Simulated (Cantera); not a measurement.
## Ca(OH)₂ + H₂O + CO₂ (calcination and drying)

Charge: 1 mol Ca(OH)₂, 2.1 mol H₂O, 0.86 mol CO₂, at 802 °C and 0.130 bar.

Cantera equilibrium calculation (NASA polynomials, part measured and part estimated; ideal gas, pure solids and liquids). Candidate condensed phases: C, C₆H₆, C₇H₈, C₈H₁₈, Ca, CaCO₃, CaO, Ca(OH)₂, H₂O; 115 gas species. The numbers say what is thermodynamically allowed, not how fast it happens.

```json
{
  "x(H₂O)": "0.783",
  "x(CO₂)": "0.217",
  "x(H₂)": "1.56e-6",
  "n(CaO(s))": "1.00 mol",
  "gas_amount": "3.960 mol",
  "log10 activity of C(graphite) (absent)": "-13.88",
  "log10 activity of Ca(s) (absent)": "-21.92"
}
```
